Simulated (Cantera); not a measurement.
What does this Cantera script print?

```python
import numpy as np
import cantera as ct

gas = ct.Solution("h2o2.yaml")
gas.TP = 300, 95000
flame = ct.CounterflowDiffusionFlame(gas, width=0.02)
flame.fuel_inlet.X, flame.fuel_inlet.T = {'H2': 1}, 350
flame.oxidizer_inlet.X, flame.oxidizer_inlet.T = {'O2': 0.17, 'N2': 0.83}, 798
flame.set_refine_criteria(ratio=3, slope=0.12, curve=0.24, prune=0.03)
show = ['OH', 'H', 'H2O', 'HO2']

rows = []
print(f"{'mdot':>8s}{'a_max':>10s}{'a_mean':>10s}{'Tmax/K':>9s}" + "".join(f"{s:>11s}" for s in show) + "   (peak mole fractions)")
for i, mdot in enumerate([0.57, 0.94, 1.6, 2.6, 4.2, 7, 12]):  # kg/m2/s on the oxidiser side
    flame.oxidizer_inlet.mdot, flame.fuel_inlet.mdot = mdot, 0.39 * mdot
    flame.solve(loglevel=0, auto=(i == 0))
    if flame.T.max() < max(350, 798) + 100:
        print(f"{mdot:8.3g}  no burning solution found from the previous one")
        break
    dT = np.abs(np.gradient(flame.T, flame.grid))
    rows.append([flame.strain_rate("max"), flame.strain_rate("mean"), flame.T.max(),
                 *(flame.X[gas.species_index(s)].max() for s in show), max(dT[0], dT[-1]) / dT.max()])
    print(f"{mdot:8.3g}{rows[-1][0]:10.1f}{rows[-1][1]:10.1f}{rows[-1][2]:9.1f}" + "".join(f"{x:11.3e}" for x in rows[-1][3:-1]))
```

Output:

```
    mdot     a_max    a_mean   Tmax/K         OH          H        H2O        HO2   (peak mole fractions)
    0.57     856.4     238.3   2320.3  1.731e-02  1.929e-02  2.301e-01  3.919e-05
    0.94    1387.9     392.9   2246.2  1.725e-02  2.309e-02  2.264e-01  5.090e-05
     1.6    2313.4     668.8   2164.0  1.708e-02  2.765e-02  2.231e-01  6.317e-05
     2.6    3752.8    1086.8   2081.4  1.656e-02  3.235e-02  2.197e-01  7.524e-05
     4.2    6013.3    1755.6   1993.9  1.567e-02  3.743e-02  2.162e-01  8.733e-05
       7    9959.0    2926.0   1893.7  1.433e-02  4.241e-02  2.124e-01  9.799e-05
      12   17113.1    5016.1   1797.4  1.295e-02  4.831e-02  2.067e-01  1.084e-04
```

Computed with Cantera and the H2/O2 subset of GRI-Mech 3.0, which has no nitrogen chemistry. The maximum strain rate includes the flame's own expansion and is several times the mean.
